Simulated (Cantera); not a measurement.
# Equilibrium for silicon etching in halogen gases: Si + Br2 + H2

Charge: 1 mol Si, a varied amount of Br2, 8.6 mol H2, at 1125 K and 26000 Pa.

These are equilibrium values from Cantera (NASA tables, ideal gas, pure condensed phases), not measurements of a reactor. Candidate condensed phases: Br2, Si; 19 gas species. The tables' values for SiBr3 are old estimates; treat these amounts as uncertain. The numbers say what is thermodynamically allowed, not how fast it happens.

From 0.76 mol Br2 to 1.9 mol Br2 the condensed part is Si(s). From 3 mol Br2 to 8.4 mol Br2 nothing is condensed. The main Si-bearing gas is SiBr4 throughout.

| n(Br2) (mol) | x H2 | x HBr | x SiBr4 | x SiHBr3 | x SiBr2 | x SiBr3 | x SiH2Br2 | n Si(s) |
|---|---|---|---|---|---|---|---|---|
| 0.76 | 0.917 | 0.0498 | 0.0232 | 0.00440 | 0.00388 | 0.000927 | 0.000396 | 0.702 |
| 1.9 | 0.848 | 0.0631 | 0.0695 | 0.00964 | 0.00672 | 0.00211 | 0.000635 | 0.139 |
| 3 | 0.711 | 0.194 | 0.0892 | 0.00337 | 0.000762 | 0.000807 | 6.04e-5 | 0 |
| 4.1 | 0.554 | 0.361 | 0.0836 | 0.00132 | 0.000161 | 0.000359 | 9.94e-6 | 0 |
| 5.2 | 0.421 | 0.501 | 0.0772 | 0.000669 | 5.87e-5 | 0.000208 | 2.75e-6 | 0 |
| 6.2 | 0.318 | 0.609 | 0.0719 | 0.000387 | 2.80e-5 | 0.000139 | 9.91e-7 | 0 |
| 7.3 | 0.221 | 0.712 | 0.0668 | 0.000214 | 1.32e-5 | 9.19e-5 | 3.26e-7 | 0 |
| 8.4 | 0.137 | 0.800 | 0.0623 | 0.000110 | 6.06e-6 | 6.01e-5 | 9.28e-8 | 0 |
x: gas mole fraction; n: condensed amount in mol.
